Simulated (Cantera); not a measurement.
HBr + H₂ + N₂ (abatement and gas-phase synthesis)

Charge: 1 mol HBr, 6.8 mol H₂, 15 mol N₂, held at 3275 K.

Method: chemical equilibrium by Gibbs-energy minimisation in Cantera with the NASA 1993 tables (ideal gas, pure condensed phases). Candidate condensed phases: Br₂; 12 gas species. The ideal-gas law is rough above about 30 bar. Kinetics and transport are ignored.

| P (Pa) | x N₂ | x H | x H₂ | x HBr | x Br | x N | x NH₃ | x NH₂ |
|---|---|---|---|---|---|---|---|---|
| 10 | 0.487 | 0.476 | 0.000193 | 2.85e-6 | 0.0326 | 0.00494 | <1e-12 | 1.20e-11 |
| 52 | 0.489 | 0.475 | 0.001000 | 1.49e-5 | 0.0327 | 0.00217 | <1e-12 | 1.42e-10 |
| 280 | 0.492 | 0.469 | 0.00524 | 7.92e-5 | 0.0328 | 0.000938 | 4.28e-12 | 1.73e-9 |
| 1400 | 0.501 | 0.441 | 0.0232 | 0.000376 | 0.0331 | 0.000423 | 2.01e-10 | 1.73e-8 |
| 7600 | 0.530 | 0.353 | 0.0808 | 0.00167 | 0.0337 | 0.000187 | 7.28e-9 | 1.44e-7 |
| 40000 | 0.574 | 0.221 | 0.166 | 0.00536 | 0.0329 | 8.48e-5 | 1.18e-7 | 7.09e-7 |
| 210000 | 0.611 | 0.114 | 0.234 | 0.0125 | 0.0282 | 3.82e-5 | 1.06e-6 | 2.36e-6 |
| 1100000 | 0.634 | 0.0537 | 0.270 | 0.0220 | 0.0202 | 1.70e-5 | 7.06e-6 | 6.35e-6 |
| 5700000 | 0.646 | 0.0243 | 0.287 | 0.0309 | 0.0121 | 7.53e-6 | 4.03e-5 | 1.55e-5 |
| 30000000 | 0.652 | 0.0107 | 0.293 | 0.0372 | 0.00628 | 3.30e-6 | 0.000221 | 3.65e-5 |
x: gas mole fraction; nothing condenses.

From 0.000100 bar to 300 bar nothing is condensed.
